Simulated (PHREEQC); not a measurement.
Metal-bearing waste water: an equilibrium model

A solution holds 2.9 mmol/kgw Pb(NO3)2, 3.6 mmol/kgw MgSO4 and 0.0078 mmol/kgw Na2SO4, at 85 °C. Closed to the air; pH follows from the charge balance.

Equilibrium calculation in PHREEQC: ion-association model, wateq4f.dat.

This is a speciation only: nothing precipitates in the calculation.

Question: What pH does the model give?

Answer: pH 5.37.

Question: In which forms is Pb present?

Answer: Pb+2 73 %, PbSO4 23 %, PbNO3+ 3.5 % of the Pb.

Saturation is exceeded, for instance for Larnakite, Pb(OH)2; the values hold only as long as no solid forms. At this temperature some constants are extrapolated from 25 °C, and those without enthalpy data are left unchanged.
